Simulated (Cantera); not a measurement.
A perfectly stirred reactor is fed with 3.82 % CH₄, 2.10 % C₂H₆, 15.0 % O₂, 56.5 % N₂, 22.5 % H₂O, equivalence ratio 1.00, at 4.90 bar; it is adiabatic with a 500 K inlet, and is followed from long to short residence time, starting on the burning branch (τ in s: 0.24, 0.067, 0.019, 0.0054, 0.0015, 0.00043, 0.00012, 3.5e-05, 9.8e-06).

Cantera simulation using GRI-Mech 3.0 (53 species, 325 reactions); the numbers are that mechanism's predictions, not measurements.

x: mole fraction; the columns are a selection and need not sum to one.

| τ (s) | T (K) | x CH₄ | x C₂H₆ | x O₂ | x N₂O | x CH₃ | x O |
|---|---|---|---|---|---|---|---|
| 0.24 | 2005 | 2.48e-6 | 5.35e-8 | 0.00169 | 7.21e-8 | 9.16e-7 | 1.68e-5 |
| 0.067 | 1998 | 5.97e-6 | 1.77e-7 | 0.00220 | 9.70e-8 | 2.45e-6 | 2.51e-5 |
| 0.019 | 1985 | ___ | ___ | ___ | ___ | ___ | ___ |
| 0.0054 | 1965 | 2.73e-5 | 1.66e-6 | 0.00440 | 1.80e-7 | 1.31e-5 | 7.51e-5 |
| 0.0015 | 1933 | 6.41e-5 | 5.00e-6 | 0.00655 | 2.14e-7 | 3.03e-5 | 0.000134 |
| 0.00043 | 1884 | ___ | ___ | ___ | 2.22e-7 | ___ | ___ |
| 0.00012 | 500 | 0.0382 | 0.0210 | 0.150 | <1e-12 | <1e-12 | <1e-12 |
| 3.5e-5 | 500 | 0.0382 | 0.0210 | 0.150 | <1e-12 | <1e-12 | <1e-12 |
| 9.8e-6 | 500 | 0.0382 | 0.0210 | 0.150 | <1e-12 | <1e-12 | <1e-12 |

Question: Fill in the missing entries.

Answer: 
- 0.019, x CH₄: 1.28e-5
- 0.019, x C₂H₆: 5.51e-7
- 0.019, x O₂: 0.00306
- 0.019, x N₂O: 1.36e-7
- 0.019, x CH₃: 5.81e-6
- 0.019, x O: 4.22e-5
- 0.00043, x CH₄: 0.000177
- 0.00043, x C₂H₆: 1.56e-5
- 0.00043, x O₂: 0.0101
- 0.00043, x CH₃: 7.60e-5
- 0.00043, x O: 0.000213
